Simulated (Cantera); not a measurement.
Input: 1 mol HMDSO, 0.15 mol NO, 95 mol H₂, at 1.00 bar.

These are equilibrium values from Cantera (NASA tables, ideal gas, pure condensed phases), not measurements of a reactor. Candidate condensed phases: C, C₆H₆, C₇H₈, C₈H₁₈, H₂O, Si, SiC, SiO₂, Si₂N₂O, Si₃N₄; 151 gas species. The feed counts by its element totals alone. Mutual solubility and eutectic melting of coexisting phases are not modelled. The tables hold silica as quartz up to 1696 K and as liquid above; real silica turns to tridymite and cristobalite and melts near 1996 K. Rates play no part.

log p: log10 of the partial pressure in bar; n: condensed amount in mol.

```json
[
 {"T (K)": "873", "log p H₂": "-0.02", "log p CH₄": "-1.33", "log p CO": "?", "log p H₂O": "-9.08", "log p N₂": "<-12", "n SiC(s)": "1.31", "n SiO₂(β-quartz)": "0.537", "n Si₂N₂O(s)": "0.0750", "n C(graphite)": "0"},
 {"T (K)": "923", "log p H₂": "-0.02", "log p CH₄": "-1.33", "log p CO": "?", "log p H₂O": "-8.39", "log p N₂": "<-12", "n SiC(s)": "1.31", "n SiO₂(β-quartz)": "0.537", "n Si₂N₂O(s)": "0.0750", "n C(graphite)": "0"},
 {"T (K)": "973", "log p H₂": "-0.02", "log p CH₄": "-1.33", "log p CO": "?", "log p H₂O": "-7.77", "log p N₂": "-11.58", "n SiC(s)": "1.31", "n SiO₂(β-quartz)": "0.537", "n Si₂N₂O(s)": "0.0750", "n C(graphite)": "0"},
 {"T (K)": "1023", "log p H₂": "-0.02", "log p CH₄": "-1.33", "log p CO": "?", "log p H₂O": "-7.21", "log p N₂": "-10.24", "n SiC(s)": "1.31", "n SiO₂(β-quartz)": "0.537", "n Si₂N₂O(s)": "0.0750", "n C(graphite)": "0"},
 {"T (K)": "1073", "log p H₂": "-0.02", "log p CH₄": "-1.38", "log p CO": "?", "log p H₂O": "-6.73", "log p N₂": "-9.10", "n SiC(s)": "1.31", "n SiO₂(β-quartz)": "0.537", "n Si₂N₂O(s)": "0.0750", "n C(graphite)": "0.480"},
 {"T (K)": "1123", "log p H₂": "-0.01", "log p CH₄": "-1.56", "log p CO": "?", "log p H₂O": "-6.36", "log p N₂": "-8.28", "n SiC(s)": "1.31", "n SiO₂(β-quartz)": "0.537", "n Si₂N₂O(s)": "0.0750", "n C(graphite)": "1.88"},
 {"T (K)": "1173", "log p H₂": "-0.01", "log p CH₄": "-1.73", "log p CO": "?", "log p H₂O": "-6.02", "log p N₂": "-7.53", "n SiC(s)": "1.31", "n SiO₂(β-quartz)": "0.536", "n Si₂N₂O(s)": "0.0750", "n C(graphite)": "2.77"},
 {"T (K)": "1223", "log p H₂": "-0.01", "log p CH₄": "-1.89", "log p CO": "?", "log p H₂O": "-5.72", "log p N₂": "-6.85", "n SiC(s)": "1.32", "n SiO₂(β-quartz)": "0.532", "n Si₂N₂O(s)": "0.0750", "n C(graphite)": "3.34"},
 {"T (K)": "1273", "log p H₂": "0.00", "log p CH₄": "-2.04", "log p CO": "?", "log p H₂O": "-5.44", "log p N₂": "-6.22", "n SiC(s)": "1.33", "n SiO₂(β-quartz)": "0.521", "n Si₂N₂O(s)": "0.0749", "n C(graphite)": "3.69"},
 {"T (K)": "1323", "log p H₂": "0.00", "log p CH₄": "-2.17", "log p CO": "?", "log p H₂O": "-5.18", "log p N₂": "-5.64", "n SiC(s)": "1.36", "n SiO₂(β-quartz)": "0.491", "n Si₂N₂O(s)": "0.0747", "n C(graphite)": "3.85"}
]
```

Task: What belongs in the gaps?

Result: 
- 873, log p CO: -10.62
- 923, log p CO: -9.21
- 973, log p CO: -7.93
- 1023, log p CO: -6.79
- 1073, log p CO: -5.82
- 1123, log p CO: -5.17
- 1173, log p CO: -4.57
- 1223, log p CO: -4.02
- 1273, log p CO: -3.51
- 1323, log p CO: -3.04
